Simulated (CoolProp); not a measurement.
Properties of oxygen at several states.

Computed with CoolProp (reference Helmholtz-energy equation of state, Schmidt 1985). Above 300 K oxygen's equation is extrapolated.

```tsv
T (°C)	p (MPa)	phase	isothermal compressibility (1/MPa)	conductivity (mW/(m K))	Prandtl number	fugacity coefficient
-9.45	0.117	gas	8.558	23.6	0.722	0.9987
497.35	0.132	gas	7.573	58.3	0.742	1.000
444.35	0.34	gas	2.938	55.1	0.740	1.001
-8.75	19.7	supercritical	0.04909	38.8	0.965	0.8391
410.65	5.83	supercritical	0.1687	54.1	0.745	1.016
-132.65	5.1	liquid	0.01472	82.6	1.83	0.4525
```

Viscosity comes from a separate model (Lemmon 2004). Thermal conductivity comes from a separate model (Lemmon 2004).
